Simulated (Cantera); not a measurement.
Input: 1 mol MgO, 0.44 mol CH₄, 0.11 mol H₂, at 1475 K and 1500 Torr.

Equilibrium computed with Cantera from the NASA thermochemical tables; the gas is ideal and each condensed phase is pure. Candidate condensed phases: C, C₆H₆, C₇H₈, C₈H₁₈, H₂O, Mg, MgCO₃, MgO, Mg(OH)₂; 116 gas species. Kinetics and transport are ignored.

Base state: H₂ 0.994, CH₄ 0.00574, CO 0.000252, Mg 0.000250 (mole fractions); condensed: C(graphite) + MgO(s).

**Question.** What changes in the equilibrium state with this change: MgO replaced by TiO₂?

**Answer.** 
| species | before | after |
|---|---|---|
| H₂ | 0.994 | 0.744 |
| CO | 0.000252 | 0.252 |
| CH₄ | 0.00574 | 0.00322 |
| Mg | 0.000250 | 0 |
| CO₂ | <1e-9 | 0.000105 |
| H₂O | 1.03e-6 | 0.000773 |
| C(graphite), mol | 0.434 | 0.104 |
| MgO(s), mol | 1.000 | 0 |
| Ti₃O₅(s), mol | 0 | 0.333 |
Further candidate phases: Ti, TiC, TiO, TiO₂, Ti₂O₃, Ti₃O₅, Ti₄O₇.
